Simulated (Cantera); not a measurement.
An adiabatic, constant-pressure homogeneous reactor starts with H2 : O2 : N2 : NO = 1 : 0.278 : 1.04 : 0.0024 (molar parts), at 1000 K and 7500 Torr.

Cantera simulation using GRI-Mech 3.0 (53 species, 325 reactions); the numbers are that mechanism's predictions, not measurements. The hydrogen kinetics of GRI-Mech 3.0 are dated; newer H2 mechanisms differ, most at raised pressure. The mechanism lacks 2 NO + O2 → 2 NO2 and HONO, so NO2 and the effect of NO are under-described below about 1400 K.

x: mole fraction; the columns are a selection and need not sum to one.

```json
[
 {"t (s)": "2.00e-6", "T (K)": "1000", "x H2": "0.431", "x O2": "0.120", "x NO": "0.00103", "x H": "9.88e-11", "x H2O2": "4.97e-12"},
 {"t (s)": "6.54e-6", "T (K)": "1000", "x H2": "0.431", "x O2": "0.120", "x NO": "0.00103", "x H": "2.65e-10", "x H2O2": "6.00e-11"},
 {"t (s)": "2.14e-5", "T (K)": "1000", "x H2": "0.431", "x O2": "0.120", "x NO": "0.00103", "x H": "1.18e-9", "x H2O2": "8.61e-10"},
 {"t (s)": "7.00e-5", "T (K)": "1000", "x H2": "0.431", "x O2": "0.120", "x NO": "0.00103", "x H": "?", "x H2O2": "?"},
 {"t (s)": "0.000229", "T (K)": "1014", "x H2": "0.430", "x O2": "0.119", "x NO": "0.000541", "x H": "1.43e-6", "x H2O2": "4.62e-5"},
 {"t (s)": "0.000749", "T (K)": "2676", "x H2": "0.213", "x O2": "2.80e-5", "x NO": "?", "x H": "0.00763", "x H2O2": "4.52e-8"},
 {"t (s)": "0.00245", "T (K)": "2678", "x H2": "0.213", "x O2": "2.86e-5", "x NO": "0.000292", "x H": "0.00768", "x H2O2": "4.59e-8"},
 {"t (s)": "0.00801", "T (K)": "2678", "x H2": "0.213", "x O2": "2.86e-5", "x NO": "0.000289", "x H": "0.00768", "x H2O2": "4.59e-8"},
 {"t (s)": "0.0262", "T (K)": "2678", "x H2": "0.213", "x O2": "2.86e-5", "x NO": "0.000289", "x H": "0.00768", "x H2O2": "4.59e-8"},
 {"t (s)": "0.0857", "T (K)": "2678", "x H2": "0.213", "x O2": "2.86e-5", "x NO": "0.000289", "x H": "0.00768", "x H2O2": "4.59e-8"},
 {"t (s)": "0.280", "T (K)": "2678", "x H2": "0.213", "x O2": "2.86e-5", "x NO": "0.000289", "x H": "0.00768", "x H2O2": "4.59e-8"},
 {"t (s)": "0.917", "T (K)": "2678", "x H2": "0.213", "x O2": "2.86e-5", "x NO": "0.000289", "x H": "0.00768", "x H2O2": "4.59e-8"},
 {"t (s)": "3.00", "T (K)": "2678", "x H2": "0.213", "x O2": "2.86e-5", "x NO": "0.000289", "x H": "0.00768", "x H2O2": "4.59e-8"}
]
```

**Question.** What belongs in the gaps?

**Answer.** 
- 7.00e-5, x H: 1.97e-8
- 7.00e-5, x H2O2: 3.02e-8
- 0.000749, x NO: 0.000594
